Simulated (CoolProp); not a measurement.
Vapour-liquid equilibrium of n-hexane (1) + cyclohexane (2) at 16.45 °C; x and y are mole fractions of (1).

The numbers come from the multi-fluid Helmholtz-energy mixture model, Thol 2019 and Zhou 2014; pair parameters Bell 2016 in CoolProp.

Give the bubble pressure and the first vapour's composition at x = 0.15, 0.35, 0.65. Is there an azeotrope?

x = 0.15: 0.009718 MPa, y = 0.233; x = 0.35: 0.01083 MPa, y = 0.465; x = 0.65: 0.01226 MPa, y = 0.735. No azeotrope shows between x = 0.05 and 0.95.

The pair parameters rest on a limited set of measurements; away from them the model extrapolates.
